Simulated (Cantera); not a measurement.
A closed system holds: 1 mol MgCl2, 0.038 mol HCl, 3.1 mol H2, at 1152 °C and 0.0100 bar.

Method: chemical equilibrium by Gibbs-energy minimisation in Cantera with the NASA 1993 tables (ideal gas, pure condensed phases). Candidate condensed phases: Mg, MgCl2; 10 gas species. Rates play no part.

Base state: H2 0.744, MgCl2 0.238, HCl 0.0155, Mg 0.00304, MgCl 0.000278, H 5.88e-5 (mole fractions); condensed: gas only.

### Question
What changes in the equilibrium state with this change: HCl from 0.038 to 0.59 mol?

### Answer
| species | before | after |
|---|---|---|
| H2 | 0.744 | 0.661 |
| MgCl2 | 0.238 | 0.213 |
| HCl | 0.0155 | 0.126 |
| Mg | 0.00304 | 3.69e-5 |
| MgCl | 0.000278 | 2.90e-5 |
| H | 5.88e-5 | 5.55e-5 |

### Question
What changes in the equilibrium state with this change: temperature from 1152 °C to 1552 °C?

### Answer
| species | before | after |
|---|---|---|
| H2 | 0.744 | 0.675 |
| MgCl2 | 0.238 | 0.189 |
| HCl | 0.0155 | 0.0896 |
| Mg | 0.00304 | 0.0388 |
| Cl | 1.01e-6 | 0.000366 |
| H | 5.88e-5 | 0.00362 |
| MgH | 2.49e-6 | 4.40e-5 |
The tables' values for MgH are old estimates; treat these amounts as uncertain.
